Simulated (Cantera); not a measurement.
Feed: 1 mol Al2O3, 0.13 mol N2, at 2098 K and 22.0 Pa.

These are equilibrium values from Cantera (NASA tables, ideal gas, pure condensed phases), not measurements of a reactor. Candidate condensed phases: Al, AlN, Al2O3; 16 gas species. Equilibrium is a limit: real reactors are often held back by kinetics, nucleation or transport.

Base state: N2 1.000, O 0.000180, Al 0.000139, NO 4.74e-5, AlO 3.02e-5 (mole fractions); condensed: Al2O3(s).

**Question.** What changes in the equilibrium state with this change: 0.76 mol CO2 added?

**Answer.** 
```tsv
species	before	after
CO2	0	0.463
CO	0	0.265
N2	1.000	0.123
O2	3.79e-6	0.115
O	0.000180	0.0314
AlO	3.02e-5	2.29e-6
Al	0.000139	6.05e-8
NO	4.74e-5	0.00290
Al2O3(s), mol	1.000	1.000
```
Further candidate phases: C.
